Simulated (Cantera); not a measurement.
Cantera with NASA thermochemical tables; ideal gases at 1 bar, condensed phases pure. Values are per mole of reaction as written; species without (g) are pure solids or liquids, kept so even where they would boil at 1 bar. The tables' values for BOCl are old estimates.

2 B + 2 B2O3(g) + 3 Cl2(g) → 6 BOCl(g), with ΔH° = -225.8 kJ and ΔS° = 176.2 J/K at 300 K.

Question: How far is the shortcut ΔG° ≈ ΔH°(300 K) − T·ΔS°(300 K) from the full temperature-dependent value at 1175, 1375, 1575, 1775, 1975, 2175, 2375 K?

Answer: 
| T (K) | shortcut (kJ) | full (kJ) | difference (kJ) | difference in log10 K | condensed phases |
|---|---|---|---|---|---|
| 1175 | -432.8 | -434.3 | 1.5 | -0.07 | B(s) |
| 1375 | -468.1 | -469.3 | 1.2 | -0.05 | B(s) |
| 1575 | -503.3 | -503.9 | 0.6 | -0.02 | B(s) |
| 1775 | -538.5 | -538.2 | -0.3 | 0.01 | B(s) |
| 1975 | -573.8 | -572.1 | -1.6 | 0.04 | B(s) |
| 2175 | -609.0 | -605.8 | -3.2 | 0.08 | B(s) |
| 2375 | -644.2 | -638.0 | -6.3 | 0.14 | B(l) |
The shortcut ignores heat capacities and the phase changes listed.
